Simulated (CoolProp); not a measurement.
A closed Brayton cycle with carbon dioxide: compressor inlet 307.15 K and 8.1 MPa, high pressure 23.6 MPa, turbine inlet 830 K, compressor efficiency 0.89, turbine efficiency 0.85, recuperator effectiveness 0.95 (on enthalpy, no pinch check). Each further row changes one setting.

The numbers come from the reference Helmholtz-energy equation of state, Span 1996 in CoolProp.

| case | thermal efficiency (%) | net work (kJ/kg) | compressor to turbine work | compressor exit (K) | turbine exit (K) |
|---|---|---|---|---|---|
| as stated | 36.8 | 106 | 0.20 | 343.0 | 709.0 |
| turbine inlet 780 K | 35.0 | 97.1 | 0.21 | 343.0 | 663.2 |
| compressor inlet 317.15 K | 35.6 | 84.8 | 0.36 | 398.9 | 709.0 |
| high pressure 20.1 MPa | 34.9 | 93.3 | 0.18 | 337.0 | 726.6 |
| recuperator effectiveness 0.5 | 21.9 | 106 | 0.20 | 343.0 | 709.0 |
